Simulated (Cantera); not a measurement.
A Cantera script and its output.

```python
import numpy as np
import cantera as ct

gas = ct.Solution("gri30.yaml", transport_model="multicomponent")
show = ['N2', 'CO2', 'H2O']

rows = []
print(f"{'T/K':>7s}{'rho':>11s}{'cp':>10s}{'mu':>11s}{'lambda':>11s}{'Pr':>7s}" + "".join(f"{'D_' + s:>11s}" for s in show))
for T in [400, 550, 700, 850, 1000, 1150, 1300, 1450, 1600]:
    gas.TPX = T, 13332, {'C3H8': 0.46, 'CH4': 0.91}
    Pr = gas.cp_mass * gas.viscosity / gas.thermal_conductivity
    D = [gas.mix_diff_coeffs_mole[gas.species_index(s)] for s in show]
    rows.append([gas.density, gas.cp_mass, gas.viscosity, gas.thermal_conductivity, Pr, *D])
    print(f"{T:7g}{gas.density:11.4e}{gas.cp_mass:10.1f}{gas.viscosity:11.4e}"
          f"{gas.thermal_conductivity:11.4e}{Pr:7.3f}" + "".join(f"{d:11.4e}" for d in D))
print("SI units: kg/m3, J/kg/K, Pa s, W/m/K, m2/s")
```

Output:

```
    T/K        rho        cp         mu     lambda     Pr       D_N2      D_CO2      D_H2O
    400 1.0207e-01    2298.1 1.2830e-05 4.1243e-02  0.715 2.1631e-04 1.6351e-04 2.2887e-04
    550 7.4234e-02    2887.4 1.6625e-05 6.6179e-02  0.725 3.7781e-04 2.9290e-04 4.2366e-04
    700 5.8326e-02    3412.4 1.9973e-05 9.3658e-02  0.728 5.7167e-04 4.4989e-04 6.6558e-04
    850 4.8034e-02    3847.4 2.3005e-05 1.2164e-01  0.728 7.9495e-04 6.3163e-04 9.4926e-04
   1000 4.0829e-02    4223.0 2.5802e-05 1.5006e-01  0.726 1.0455e-03 8.3610e-04 1.2708e-03
   1150 3.5503e-02    4516.2 2.8418e-05 1.7730e-01  0.724 1.3219e-03 1.0618e-03 1.6272e-03
   1300 3.1407e-02    4769.5 3.0889e-05 2.0403e-01  0.722 1.6226e-03 1.3076e-03 2.0164e-03
   1450 2.8158e-02    4987.5 3.3240e-05 2.3006e-01  0.721 1.9468e-03 1.5725e-03 2.4365e-03
   1600 2.5518e-02    5174.6 3.5491e-05 2.5530e-01  0.719 2.2935e-03 1.8558e-03 2.8862e-03
SI units: kg/m3, J/kg/K, Pa s, W/m/K, m2/s
```

Detailed kinetics in Cantera: GRI-Mech 3.0 (53 species, 325 reactions). The composition is frozen, though it would react at the higher temperatures.
